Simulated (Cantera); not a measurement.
Charge: 1 mol HBr, 0.15 mol H2, 4.4 mol O2, equilibrated at 19.0 bar.

Cantera equilibrium calculation (NASA polynomials, part measured and part estimated; ideal gas, pure solids and liquids). Candidate condensed phases: Br2, H2O; 12 gas species. Rates play no part.

**Question.** At 1952 °C, list the 7 most abundant gas species with their mole fractions, and the condensed phases.

**Answer.** O2 0.733, Br 0.118, H2O 0.0992, HBr 0.0299, Br2 0.0154, OH 0.00359, O 0.000622. Condensed: gas only.
